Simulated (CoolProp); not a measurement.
Vapour pressure (bar) of cyclohexane: the reference equation beside estimates from Tc = 280.5 °C, pc = 40.81 bar, ω = 0.209. Clausius-Clapeyron is anchored at 154.35 °C with a constant enthalpy of vaporisation of 25.17 kJ/mol.

Computed with CoolProp (reference Helmholtz-energy equation of state, Zhou 2014).

```json
[
 {"T (°C)": "139.65", "reference": "4.470", "Clausius-Clapeyron": "4.684", "van der Waals": "11.21", "Redlich-Kwong": "5.951"},
 {"T (°C)": "142.05", "reference": "4.701", "Clausius-Clapeyron": "4.887", "van der Waals": "11.53", "Redlich-Kwong": "6.224"},
 {"T (°C)": "144.55", "reference": "4.951", "Clausius-Clapeyron": "5.105", "van der Waals": "11.87", "Redlich-Kwong": "6.517"},
 {"T (°C)": "146.95", "reference": "5.200", "Clausius-Clapeyron": "5.321", "van der Waals": "12.20", "Redlich-Kwong": "6.808"},
 {"T (°C)": "149.45", "reference": "5.470", "Clausius-Clapeyron": "5.553", "van der Waals": "12.55", "Redlich-Kwong": "7.121"},
 {"T (°C)": "151.85", "reference": "5.738", "Clausius-Clapeyron": "5.782", "van der Waals": "12.89", "Redlich-Kwong": "7.430"},
 {"T (°C)": "154.35", "reference": "6.028", "Clausius-Clapeyron": "6.028", "van der Waals": "13.26", "Redlich-Kwong": "7.762"},
 {"T (°C)": "156.75", "reference": "6.317", "Clausius-Clapeyron": "6.271", "van der Waals": "13.61", "Redlich-Kwong": "8.091"},
 {"T (°C)": "159.25", "reference": "6.628", "Clausius-Clapeyron": "6.532", "van der Waals": "13.99", "Redlich-Kwong": "8.443"},
 {"T (°C)": "161.65", "reference": "6.937", "Clausius-Clapeyron": "6.789", "van der Waals": "14.36", "Redlich-Kwong": "8.791"},
 {"T (°C)": "164.15", "reference": "7.270", "Clausius-Clapeyron": "7.065", "van der Waals": "14.75", "Redlich-Kwong": "9.164"},
 {"T (°C)": "166.55", "reference": "7.601", "Clausius-Clapeyron": "7.337", "van der Waals": "15.13", "Redlich-Kwong": "9.532"},
 {"T (°C)": "169.05", "reference": "7.957", "Clausius-Clapeyron": "7.629", "van der Waals": "15.53", "Redlich-Kwong": "9.926"},
 {"T (°C)": "171.55", "reference": "8.326", "Clausius-Clapeyron": "7.928", "van der Waals": "15.94", "Redlich-Kwong": "10.33"},
 {"T (°C)": "173.95", "reference": "8.691", "Clausius-Clapeyron": "8.223", "van der Waals": "16.34", "Redlich-Kwong": "10.73"}
]
```

Absolute difference from the reference over all 15 rows, mean and median: Clausius-Clapeyron 2.8 and 2.8 %, van der Waals 117.0 and 115.5 %, Redlich-Kwong 28.2 and 28.1 %.
